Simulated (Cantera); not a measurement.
Cantera run, input and output.

```python
import numpy as np
import cantera as ct

gas = ct.Solution("gri30.yaml")
gas.TPX = 1248, 4500, {'C2H6': 1, 'N2': 190}
reactor = ct.IdealGasConstPressureReactor(gas, energy="off", clone=False)
net = ct.ReactorNet([reactor])
net.rtol, net.atol = 1e-08, 1e-18
show = ['C2H6', 'HCN', 'H2', 'CH3', 'CH4', 'C2H2']
times = np.geomspace(1e-06, 9, 12)

steps = ct.SolutionArray(gas, extra=["t"])
rows = []
print(f"{'t/s':>10s}{'T/K':>9s}{'P/Pa':>11s}" + "".join(f"{s:>11s}" for s in show))
for t in times:
    while net.time < t:
        t_next = net.step()
        steps.append(gas.state, t=t_next)
    rows.append([np.interp(t, steps.t, y) for y in (steps.T, steps.P, *steps(*show).X.T)])
    print(f"{t:10.3e}{rows[-1][0]:9.1f}{rows[-1][1]:11.4g}" + "".join(f"{x:11.3e}" for x in rows[-1][2:]))
rate = np.gradient(steps.T, steps.t)
print("integrator steps:", len(steps.t))
if steps.T.max() > steps.T[0] + 200:
    print(f"time of steepest temperature rise: {steps.t[rate.argmax()]:.4e} s")
gas.TPX = 1248, 4500, {'C2H6': 1, 'N2': 190}
gas.equilibrate("TP")
print(f"equilibrium (TP): T = {gas.T:.1f} K  " + "  ".join(f"{s} {gas[s].X[0]:.3e}" for s in show))
```

Result:

```
       t/s      T/K       P/Pa       C2H6        HCN         H2        CH3        CH4       C2H2
 1.000e-06   1248.0       4500  5.236e-03  6.332e-26  9.531e-15  8.571e-09  2.175e-13  3.977e-23
 4.287e-06   1248.0       4500  5.236e-03  4.793e-24  1.743e-13  3.675e-08  3.966e-12  3.510e-21
 1.838e-05   1248.0       4500  5.236e-03  3.767e-22  3.369e-12  1.575e-07  7.286e-11  4.419e-19
 7.882e-05   1248.0       4500  5.235e-03  2.963e-20  1.073e-10  6.742e-07  1.339e-09  8.659e-17
 3.379e-04   1248.0       4500  5.234e-03  4.178e-18  9.841e-09  2.871e-06  2.449e-08  2.586e-14
 1.449e-03   1248.0       4500  5.228e-03  6.080e-14  9.573e-07  1.190e-05  4.407e-07  2.805e-11
 6.212e-03   1248.0       4500  5.141e-03  6.196e-10  6.259e-05  4.317e-05  7.352e-06  7.341e-08
 2.663e-02   1248.0       4500  4.225e-03  1.514e-08  8.815e-04  8.149e-05  9.052e-05  1.604e-05
 1.142e-01   1248.0       4500  1.305e-03  3.693e-08  3.848e-03  4.653e-05  4.814e-04  4.526e-04
 4.896e-01   1248.0       4500  2.439e-05  4.693e-08  6.751e-03  6.200e-06  7.155e-04  2.297e-03
 2.099e+00   1248.0       4500  6.276e-07  4.712e-08  7.852e-03  1.089e-06  7.213e-04  3.382e-03
 9.000e+00   1248.0       4500  5.451e-08  4.710e-08  8.533e-03  3.280e-07  7.213e-04  4.065e-03
integrator steps: 1133
equilibrium (TP): T = 1248.0 K  C2H6 6.547e-11  HCN 9.145e-03  H2 1.032e-02  CH3 1.085e-08  CH4 2.568e-05  C2H2 5.944e-04
```

Detailed kinetics in Cantera: GRI-Mech 3.0 (53 species, 325 reactions). GRI-Mech 3.0 stops at C3 and has no aromatics, soot or wall deposition, so with more carbon than oxygen in the feed, carbon stays in small species such as C2H2 where larger ones or solid carbon would form. Radical loss at walls, strong at low pressure, is not modelled.
